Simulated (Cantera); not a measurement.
Feed: 1 mol FeS, 1.1 mol SO3, 0.054 mol O2, at 86.0 mbar.

Cantera equilibrium calculation (NASA polynomials, part measured and part estimated; ideal gas, pure solids and liquids). Candidate condensed phases: Fe, FeO, FeS, FeSO4, FeS2, Fe2O3, Fe2(SO4)3, Fe3O4, S; 12 gas species. Metal and sulfide melt together well below either melting point, which pure phases cannot show. Mutual solubility and eutectic melting of coexisting phases are not modelled. The tables' stoichiometric FeO is somewhat more stable than real wüstite, so its field is too wide. FeO, FeS: taken at fixed stoichiometry. Gases not in the tables: S3 to S7. Rates play no part.

Q: Which condensed phases are stable at each of these points (T (°C)): 775, 875, 975, 1075, 1175, 1275, 1375, 1475, 1575, 1675?

A: 
```json
[
 {"T (°C)": "775", "condensed phases": "FeS(s) + Fe3O4(s)", "Fe condensed (%)": "100.0"},
 {"T (°C)": "875", "condensed phases": "FeS(s) + Fe3O4(s)", "Fe condensed (%)": "100.0"},
 {"T (°C)": "975", "condensed phases": "FeS(s) + Fe3O4(s)", "Fe condensed (%)": "100.0"},
 {"T (°C)": "1075", "condensed phases": "FeO(s) + FeS(s)", "Fe condensed (%)": "100.0"},
 {"T (°C)": "1175", "condensed phases": "FeO(s) + FeS(s)", "Fe condensed (%)": "100.0"},
 {"T (°C)": "1275", "condensed phases": "FeO(s) + FeS(l)", "Fe condensed (%)": "100.0"},
 {"T (°C)": "1375", "condensed phases": "FeO(s)", "Fe condensed (%)": "100.0"},
 {"T (°C)": "1475", "condensed phases": "FeO(l)", "Fe condensed (%)": "100.0"},
 {"T (°C)": "1575", "condensed phases": "FeO(l)", "Fe condensed (%)": "100.0"},
 {"T (°C)": "1675", "condensed phases": "FeO(l)", "Fe condensed (%)": "99.9"}
]
```

From 775 °C to 975 °C the condensed part is FeS(s) + Fe3O4(s). From 1075 °C to 1175 °C the condensed part is FeO(s) + FeS(s). At 1275 °C the condensed part is FeO(s) + FeS(l). At 1375 °C the condensed part is FeO(s). From 1475 °C to 1675 °C the condensed part is FeO(l).
